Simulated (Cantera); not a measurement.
Charge: 1 mol SiC, 0.95 mol N₂O, 5.1 mol H₂, equilibrated at 1250 K and 0.850 Pa.

These are equilibrium values from Cantera (NASA tables, ideal gas, pure condensed phases), not measurements of a reactor. Candidate condensed phases: C, C₆H₆, C₇H₈, C₈H₁₈, H₂O, Si, SiC, SiO₂, Si₂N₂O, Si₃N₄; 151 gas species. Mutual solubility and eutectic melting of coexisting phases are not modelled. Kinetics and transport are ignored.

Base state: H₂ 0.800, N₂ 0.100, CO 0.0990, SiO 0.00102, H 0.000148 (mole fractions); condensed: SiC(s) + Si₂N₂O(s).

Problem. What changes in the equilibrium state with this change: pressure from 0.850 Pa to 101000 Pa?

Solution. 
| species | before | after |
|---|---|---|
| H₂ | 0.800 | 0.878 |
| N₂ | 0.100 | 0.101 |
| CO | 0.0990 | 0.0124 |
| CH₄ | 1.39e-8 | 0.00858 |
| SiO | 0.00102 | 1.45e-9 |
| NH₃ | <1e-9 | 4.04e-5 |
| H₂O | 4.37e-8 | 0.000166 |
| H | 0.000148 | 4.50e-7 |
| SiC(s), mol | 0.369 | 0 |
| Si₂N₂O(s), mol | 0.312 | 0.374 |
| C(graphite), mol | 0 | 0.880 |
| SiO₂(β-quartz), mol | 0 | 0.252 |
The tables hold silica as quartz up to 1696 K and as liquid above; real silica turns to tridymite and cristobalite and melts near 1996 K.

Problem. What changes in the equilibrium state with this change: SiC replaced by Si?

Solution. 
```csv
species,before,after
H₂,0.800,0.885
N₂,0.100,0.107
SiO,0.00102,0.00838
CO,0.0990,0
H,0.000148,0.000156
"SiC(s), mol",0.369,0
"Si₂N₂O(s), mol",0.312,0.334
"SiO₂(β-quartz), mol",0,0.284
```
The tables hold silica as quartz up to 1696 K and as liquid above; real silica turns to tridymite and cristobalite and melts near 1996 K.
